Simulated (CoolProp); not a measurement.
A Linde-Hampson liquefier for carbon monoxide: isothermal reversible compression at 300 K from 1 atm to 5 MPa, throttling to 1 atm, return gas leaving the recuperator 0 K below the feed. Each further row changes one setting.

Model: reference Helmholtz-energy equation of state, Lemmon 2006, in CoolProp. It is a short technical equation, of lower accuracy than the large ones.

| case | liquid yield per pass | compression work (kJ/kg of gas) |
|---|---|---|
| as stated | … | 346 |
| high pressure 10 MPa | … | … |
| warm-end temperature 330 K | … | 382 |
| warm-end gap 5 K | … | 346 |

Q: Some entries are withheld; supply them.

A: 
- as stated, liquid yield per pass: 0.027
- high pressure 10 MPa, liquid yield per pass: 0.051
- high pressure 10 MPa, compression work (kJ/kg of gas): 407
- warm-end temperature 330 K, liquid yield per pass: 0.020
- warm-end gap 5 K, liquid yield per pass: 0.016
